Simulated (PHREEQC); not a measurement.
Make-up at 25 °C: 4.9 mmol/kgw Al(NO3)3 and 0.035 mmol/kgw Ba(NO3)2. Closed to the air; pH follows from the charge balance.

Equilibrium calculation in PHREEQC: ion-association model, wateq4f.dat.

This is a speciation only: nothing precipitates in the calculation.

**Question.** Predict the pH.

**Answer.** pH 3.81.

**Question.** In which forms is Al present?

**Answer.** Al+3 96 %, AlOH+2 3.4 % of the Al.

Examples of supersaturated solids here: Gibbsite (slow to form). Others may be too.
